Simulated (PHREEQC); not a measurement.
A column of 0.2 m (30 cells, dispersivity 0.016 m, 720 s a shift, diffusion coefficient 3e-10 m²/s) holds 0.0011 eq of the database's cation exchanger X per kg of pore water, first in equilibrium with 13 mmol/kgw CaCl2 and 0.01 mmol/kgw HCl. It is flushed with 0.001 mol MgSO4 and 1e-05 mol HCl per kg of water, at 40 °C. Values are for the last cell. No CO2 enters from the air. Nothing may precipitate in this run.

The series has 31 steps of pore volumes, from 0 to 4.017.

Computed with PHREEQC (ion-association model, phreeqc.dat).

Q: After how many pore volumes does S at the outlet first reach half of its feed value?

A: By 0.95 pore volumes.

Q: After how many pore volumes does Mg at the outlet first reach half of its feed value?

A: By 1.1 pore volumes.

Away from 25 °C the constants follow the database's enthalpies or fits; those with neither stay at their 25 °C values.
